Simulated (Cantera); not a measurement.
## Thermodynamics of thermal oxidation and active oxidation of silicon, feed Si + CO₂ + N₂

A closed system holds: 1 mol Si, 0.063 mol CO₂, 8.8 mol N₂, at 1102 °C.

Method: chemical equilibrium by Gibbs-energy minimisation in Cantera with the NASA 1993 tables (ideal gas, pure condensed phases). Candidate condensed phases: C, Si, SiC, SiO₂, Si₂N₂O, Si₃N₄; 34 gas species. N₂ is the only nitrogen source here; it is nearly inert below about 1500 K, so the nitride shown seldom forms there in practice. Mutual solubility and eutectic melting of coexisting phases are not modelled. Equilibrium is a limit: real reactors are often held back by kinetics, nucleation or transport.

| P (Pa) | log p N₂ | log p SiO | log p Si | log p CO | n Si(s) | n SiC(s) | n Si₂N₂O(s) | n Si₃N₄(s) | n C(graphite) |
|---|---|---|---|---|---|---|---|---|---|
| 0.100 | -6.01 | -7.86 | -9.39 | -9.64 | 0.811 | 0.0609 | 0 | 0 | 0 |
| 1.50 | -4.82 | -7.73 | -9.83 | -8.62 | 0 | 0.0617 | 0.114 | 0.233 | 0 |
| 22 | -3.66 | -8.12 | -10.61 | -7.45 | 0 | 0.0617 | 0.124 | 0.230 | 0 |
| 320 | -2.49 | -8.50 | -11.38 | -6.29 | 0 | 0.0617 | 0.125 | 0.230 | 0 |
| 4600 | -1.34 | -8.89 | -12.16 | -5.53 | 0 | 0 | 0.125 | 0.250 | 0.0625 |
| 68000 | -0.17 | -9.28 | <-12 | -5.14 | 0 | 0 | 0.126 | 0.249 | 0.0629 |
| 1000000 | 1.00 | -9.67 | <-11 | -4.75 | 0 | 0 | 0.126 | 0.249 | 0.0630 |
log p: log10 of the partial pressure in bar; n: condensed amount in mol.

At 0.100 Pa the condensed part is Si(s) + SiC(s). From 1.50 Pa to 3.20 mbar the condensed part is SiC(s) + Si₂N₂O(s) + Si₃N₄(s). From 46.0 mbar to 10.0 bar the condensed part is C(graphite) + Si₂N₂O(s) + Si₃N₄(s).
